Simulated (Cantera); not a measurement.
# Adiabatic ignition

An adiabatic, constant-pressure homogeneous reactor starts with CH₃OH : O₂ : N₂ = 1 : 0.938 : 9.38 (molar parts), equivalence ratio 1.6, at 1525 K and 0.480 bar.

Model: GRI-Mech 3.0 (53 species, 325 reactions), integrated in Cantera. GRI-Mech 3.0 was tuned for natural gas; its chemistry of methanol as a main component is partial and can be far from experiment.

```tsv
t (s)	T (K)	x CH₃OH	x O₂	x CH₃	x C₂H	x HCN	x O	x CH₂O
2.00e-6	1525	0.0883	0.0829	2.02e-6	<1e-12	<1e-12	3.53e-8	5.26e-6
6.07e-6	1525	0.0883	0.0829	5.73e-6	<1e-12	<1e-12	3.76e-8	2.41e-5
1.84e-5	1525	0.0882	0.0828	1.39e-5	<1e-12	<1e-12	4.09e-8	8.86e-5
5.58e-5	1525	0.0879	0.0826	1.92e-5	<1e-12	1.79e-12	5.48e-8	0.000378
0.000169	1527	0.0849	0.0813	9.47e-6	<1e-12	1.34e-11	1.55e-7	0.00291
0.000514	1921	<1e-12	0.00586	<1e-12	<1e-12	1.54e-8	0.00486	2.40e-10
0.00156	2147	<1e-12	0.00180	<1e-12	<1e-12	1.57e-11	0.00148	2.77e-10
0.00473	2253	<1e-12	0.000388	<1e-12	<1e-12	1.31e-10	0.000299	3.39e-10
0.0143	2287	<1e-12	0.000101	<1e-12	<1e-12	9.25e-10	7.73e-5	3.78e-10
0.0435	2291	<1e-12	7.92e-5	<1e-12	<1e-12	1.68e-9	6.06e-5	3.85e-10
0.132	2290	<1e-12	7.84e-5	<1e-12	<1e-12	2.43e-9	6.01e-5	3.85e-10
0.400	2290	<1e-12	7.79e-5	<1e-12	<1e-12	2.88e-9	5.99e-5	3.86e-10
```
x: mole fraction; the columns are a selection and need not sum to one.

```
Item                                                                Result
---------------------------------  ---------------------------------------
time of steepest temperature rise                                 0.456 ms
temperature at 0.400 s                                              2290 K
equilibrium temperature                                             2289 K
x(CH₃OH) at 0.400 s                  <1e-12 (gas-phase equilibrium <1e-12)
x(O₂) at 0.400 s                   7.79e-5 (gas-phase equilibrium 7.79e-5)
x(CH₃) at 0.400 s                    <1e-12 (gas-phase equilibrium <1e-12)
```
